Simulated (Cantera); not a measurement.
Feed: 1 mol SiH4, 0.93 mol NO, 0.48 mol H2O, held at 1850 K and 10.5 Torr.

Equilibrium computed with Cantera from the NASA thermochemical tables; the gas is ideal and each condensed phase is pure. Candidate condensed phases: H2O, Si, SiO2, Si2N2O, Si3N4; 35 gas species. The tables hold silica as quartz up to 1696 K and as liquid above; real silica turns to tridymite and cristobalite and melts near 1996 K. The numbers say what is thermodynamically allowed, not how fast it happens.

Base state: H2 0.695, SiO 0.168, N2 0.131, H 0.00380, H2O 0.00167 (mole fractions); condensed: SiO2(condensed).

Task: What changes in the equilibrium state with this change: pressure from 10.5 Torr to 21.8 Torr?

Result: 
```csv
species,before,after
H2,0.695,0.698
SiO,0.168,0.167
N2,0.131,0.131
H,0.00380,0.00264
H2O,0.00167,0.000814
"SiO2(condensed), mol",0.404,0.407
```
